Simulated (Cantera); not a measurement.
Input: 1 mol Si3N4, 4 mol HCl, 39 mol N2, at 0.0100 bar.

Equilibrium computed with Cantera from the NASA thermochemical tables; the gas is ideal and each condensed phase is pure. Candidate condensed phases: NH4Cl, Si, Si3N4; 28 gas species. The tables' values for SiCl3, SiCl are old estimates; treat these amounts as uncertain. Kinetics and transport are ignored.

x: gas mole fraction; n: condensed amount in mol.

| T (K) | x N2 | x HCl | x H2 | x SiCl2 | x SiCl4 | x SiCl3 | n Si3N4(s) |
|---|---|---|---|---|---|---|---|
| 875 | 0.914 | 0.0623 | 0.0155 | 6.52e-9 | 0.00774 | 9.34e-7 | 0.889 |
| 950 | 0.914 | 0.0645 | 0.0143 | 1.35e-7 | 0.00717 | 5.39e-6 | 0.897 |
| 1025 | 0.913 | 0.0663 | 0.0134 | 1.79e-6 | 0.00669 | 2.39e-5 | 0.904 |
| 1100 | 0.913 | 0.0678 | 0.0127 | 1.64e-5 | 0.00627 | 8.60e-5 | 0.909 |
| 1175 | 0.913 | 0.0688 | 0.0122 | 0.000112 | 0.00582 | 0.000258 | 0.911 |
| 1250 | 0.912 | 0.0693 | 0.0119 | 0.000586 | 0.00515 | 0.000649 | 0.908 |
| 1325 | 0.912 | 0.0685 | 0.0122 | 0.00234 | 0.00394 | 0.00130 | 0.891 |
| 1400 | 0.910 | 0.0651 | 0.0138 | 0.00667 | 0.00215 | 0.00184 | 0.846 |
| 1475 | 0.909 | 0.0577 | 0.0172 | 0.0131 | 0.000745 | 0.00170 | (withheld) |
| 1550 | 0.909 | 0.0479 | 0.0219 | 0.0198 | 0.000192 | 0.00117 | (withheld) |
| 1625 | 0.909 | 0.0378 | 0.0267 | 0.0256 | 4.49e-5 | 0.000703 | (withheld) |
| 1700 | 0.909 | 0.0291 | 0.0309 | 0.0303 | 1.06e-5 | 0.000403 | (withheld) |

Problem. What belongs in the gaps?

Solution. 
- 1475, n Si3N4(s): 0.774
- 1550, n Si3N4(s): 0.693
- 1625, n Si3N4(s): 0.616
- 1700, n Si3N4(s): 0.550
